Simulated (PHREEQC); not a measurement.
Make-up at 25 °C: 0.062 mol/kgw HF, 0.054 mol/kgw NH4F and 0.00017 mol/kgw H2SO4. Closed to the air; pH follows from the charge balance.

Equilibrium calculation in PHREEQC: ion-association model, wateq4f.dat.

This is a speciation only: nothing precipitates in the calculation.

Task: Order these S species by the share of S that they hold, largest first: HSO4-, SO4-2, NH4SO4-.

Result: SO4-2 (74 %), NH4SO4- (23 %), HSO4- (3.1 %)

The pH is 3.11 and the ionic strength 0.0550 mol/kgw. wateq4f.dat counts part of the HF as a dimer, H2F2, which phreeqc.dat doesn't know; its constant is uncertain.
